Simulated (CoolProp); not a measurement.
Vapour-liquid equilibrium of propylene (1) + isobutane (2) at 0.0222 MPa; x and y are mole fractions of (1).

The numbers come from the multi-fluid Helmholtz-energy mixture model, Lemmon 2013 and Bücker 2006; pair parameters Bell 2016 in CoolProp.

Problem. Give the bubble temperature and the first vapour's composition at x = 0.35, 0.5, 0.8. Is there an azeotrope?

Solution. x = 0.35: 212.7 K, y = 0.702; x = 0.5: 209.2 K, y = 0.814; x = 0.8: 201.3 K, y = 0.969. No azeotrope shows between x = 0.05 and 0.95.

The pair parameters rest on a limited set of measurements; away from them the model extrapolates. The gap from Raoult's law changes sign with composition, which may be real or a fault of the pair parameters; it wasn't checked against measurements.
